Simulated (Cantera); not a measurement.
# Stirred combustor or abatement burner

A perfectly stirred reactor is fed with H2 : O2 : N2 = 1 : 1.11 : 4.18 (molar parts), at 750 Torr; it is adiabatic with a 450 K inlet, and is followed from long to short residence time, starting on the burning branch (τ in s: 0.28, 0.099, 0.034, 0.012, 0.0042, 0.0014, 0.0005, 0.00018, 6.1e-05, 2.1e-05, 7.4e-06).

Cantera simulation using the H2/O2 subset of GRI-Mech 3.0, which has no nitrogen chemistry; the numbers are that mechanism's predictions, not measurements.

```csv
τ (s),T (K),x H2,x O2,x H2O2,x OH,x H2O
0.28,1663,7.16e-5,0.105,9.63e-8,0.000797,0.172
0.099,1661,0.000142,0.105,1.53e-7,0.00111,0.172
0.034,1657,0.000287,0.105,2.44e-7,0.00157,0.171
0.012,1650,0.000572,0.105,3.78e-7,0.00218,0.171
0.0042,1637,0.00113,0.105,5.84e-7,0.00300,0.170
0.0014,1612,0.00228,0.104,9.34e-7,0.00403,0.167
0.00050,1569,0.00432,0.104,1.53e-6,0.00499,0.163
0.00018,1495,0.00816,0.105,2.77e-6,0.00556,0.157
6.1e-5,1362,0.0185,0.110,6.05e-6,0.00510,0.142
2.1e-5,450,0.159,0.176,<1e-12,<1e-12,<1e-12
7.4e-6,450,0.159,0.176,<1e-12,<1e-12,<1e-12
```
x: mole fraction; the columns are a selection and need not sum to one.
